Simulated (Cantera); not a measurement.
A Cantera script and what it prints.

```python
import numpy as np
import cantera as ct

gas_names = [...]  # 116 gases of nasa_gas.yaml made of C, H, Mg, O
cond_names = """
    C(gr) C6H6(L) C7H8(L) C8H18(L),n-octa H2O(s) H2O(L) Mg(cr) Mg(L) MgCO3(s) MgO(s) MgO(L) MgO2H2(s)
""".split()


# ... load() reads the species with a 1 bar reference pressure and builds the phases ...
atoms = {
    'MgCO3': {'Mg': 1, 'C': 1, 'O': 3},
    'H2': {'H': 2},
    'CO2': {'C': 1, 'O': 2},
}
top_T = {'C(gr)': 4500}  # K; cautious upper limits of use, not melting points


# ... equilibrate(T, P, feed) seeds the gas with the atoms and calls Mixture.equilibrate('TP', solver="vcs", rtol=1e-11, max_steps=5000) ...
results = []
feed = {'MgCO3': 1, 'H2': 0.089, 'CO2': 0.16}  # mol
P = 1200  # Pa
for T in [873, 973, 1073, 1173, 1273, 1373, 1473, 1573, 1673, 1773, 1873, 1973, 2073]:
    mix = equilibrate(T, P, feed)
    results.append((T, P, feed, dict(zip(mix.species_names, mix.species_moles))))

top = {s: max(r[3][s] / sum(r[3][g] for g in gas_names) for r in results) for s in gas_names}
cols = sorted((s for s in top if top[s] > 0.001), key=lambda s: -top[s])[:7]
seen = [c for c in cond_names if any(r[3].get(c, 0) > 1e-12 for r in results)]
print("log10 of partial pressures in bar; condensed amounts in mol")
print(f"{'T/K':>10s}" + "".join(f"{s[:9]:>10s}" for s in cols + seen))
for T, P, feed, n in results:
    ng = sum(n[g] for g in gas_names)
    print(f"{T:10.4g}" + "".join(f"{np.log10(max(n[s] / ng * P / 1e5, 1e-99)):10.3f}" for s in cols)
          + "".join(f"{n.get(c, 0):10.4g}" for c in seen))
```

It prints:

```
log10 of partial pressures in bar; condensed amounts in mol
       T/K       CO2        CO       H2O        O2        H2        OH         O    MgO(s)
       873    -1.982    -3.142    -3.142   -22.410    -3.875   -14.678   -22.927         1
       973    -1.984    -3.117    -3.117   -18.985    -4.042   -12.810   -19.662         1
      1073    -1.985    -3.102    -3.102   -16.188    -4.185   -11.291   -16.999         1
      1173    -1.986    -3.094    -3.094   -13.865    -4.307   -10.031   -14.787         1
      1273    -1.986    -3.088    -3.088   -11.906    -4.409    -8.969   -12.921         1
      1373    -1.986    -3.084    -3.085   -10.233    -4.496    -8.062   -11.327         1
      1473    -1.986    -3.082    -3.082    -8.788    -4.571    -7.279    -9.948         1
      1573    -1.987    -3.080    -3.080    -7.528    -4.635    -6.596    -8.745         1
      1673    -1.987    -3.078    -3.079    -6.421    -4.690    -5.995    -7.687         1
      1773    -1.987    -3.073    -3.079    -5.448    -4.735    -5.465    -6.751         1
      1873    -1.990    -3.052    -3.081    -4.620    -4.756    -5.003    -5.936         1
      1973    -2.001    -2.981    -3.090    -3.995    -4.723    -4.621    -5.263         1
      2073    -2.024    -2.860    -3.109    -3.573    -4.631    -4.317    -4.726    0.9998
```

Method: chemical equilibrium by Gibbs-energy minimisation in Cantera with the NASA 1993 tables (ideal gas, pure condensed phases).
